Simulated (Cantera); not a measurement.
An isothermal, constant-pressure homogeneous reactor starts with CH4 : CO2 = 1 : 0.59 (molar parts), at 2148 K and 101000 Pa.

Detailed kinetics in Cantera: GRI-Mech 3.0 (53 species, 325 reactions). GRI-Mech 3.0 stops at C3 and has no aromatics, soot or wall deposition, so with more carbon than oxygen in the feed, carbon stays in small species such as C2H2 where larger ones or solid carbon would form.

x: mole fraction; the columns are a selection and need not sum to one.

```tsv
t (s)	x CH4	x CO2	x C2H6	x H	x H2	x C2H2
3.00e-6	0.606	0.368	(withheld)	0.000118	0.00986	2.99e-5
9.45e-6	0.511	0.351	(withheld)	0.000553	0.0733	0.00419
2.98e-5	0.249	0.272	(withheld)	0.00155	0.304	0.0799
9.37e-5	0.0944	0.175	(withheld)	0.00205	0.419	0.150
0.000295	0.0267	0.0647	(withheld)	0.00241	0.408	0.167
0.000930	0.0121	0.0177	(withheld)	0.00276	0.422	0.146
0.00293	0.00866	0.00959	(withheld)	0.00292	0.484	0.107
0.00922	0.00465	0.00293	(withheld)	0.00306	0.537	0.0762
0.0290	0.00152	0.000211	(withheld)	0.00312	0.559	0.0645
0.0915	0.000724	3.62e-7	1.82e-8	0.00312	0.561	0.0639
0.288	0.000723	2.37e-7	1.82e-8	0.00312	0.561	0.0639
0.907	0.000723	2.37e-7	1.82e-8	0.00312	0.561	0.0639
2.86	0.000723	2.37e-7	1.82e-8	0.00312	0.561	0.0639
9.00	0.000723	2.37e-7	1.82e-8	0.00312	0.561	0.0639
```

Problem. Complete the blanks.

Solution. 
- 3.00e-6, x C2H6: 0.000308
- 9.45e-6, x C2H6: 0.00224
- 2.98e-5, x C2H6: 0.00115
- 9.37e-5, x C2H6: 0.000181
- 0.000295, x C2H6: 2.05e-5
- 0.000930, x C2H6: 5.01e-6
- 0.00293, x C2H6: 2.21e-6
- 0.00922, x C2H6: 5.75e-7
- 0.0290, x C2H6: 6.37e-8
